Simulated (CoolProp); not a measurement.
Vapour-liquid equilibrium of diethyl ether (1) + benzene (2) at 593 kPa; x and y are mole fractions of (1).

Values from CoolProp's multi-fluid Helmholtz-energy mixture model, Thol 2014 and Thol 2012; pair parameters Bell 2016.

| x | bubble temperature, mixture model (K) | bubble temperature, Raoult's law (K) | y, mixture model | y, Raoult's law |
|---|---|---|---|---|
| 0.05 | 419.7 | 419.2 | ? | 0.140 |
| 0.2 | ? | 406.8 | 0.402 | 0.445 |
| 0.35 | 398.3 | 396.8 | ? | 0.641 |
| 0.5 | ? | 388.6 | 0.739 | 0.774 |
| 0.65 | 382.7 | 381.6 | 0.843 | 0.867 |
| 0.8 | 376.3 | 375.7 | 0.922 | 0.935 |
| 0.95 | ? | 370.5 | 0.983 | 0.986 |

Complete the blanks.


- 0.05, y, mixture model: 0.121
- 0.2, bubble temperature, mixture model (K): 408.0
- 0.35, y, mixture model: 0.598
- 0.5, bubble temperature, mixture model (K): 389.9
- 0.95, bubble temperature, mixture model (K): 370.7

The largest gap from Raoult's law is +1.5 K in bubble temperature, at x = 0.35. No azeotrope shows between x = 0.05 and 0.95.

Pair parameters are fitted to limited data, so mixtures are less certain than the pure fluids.
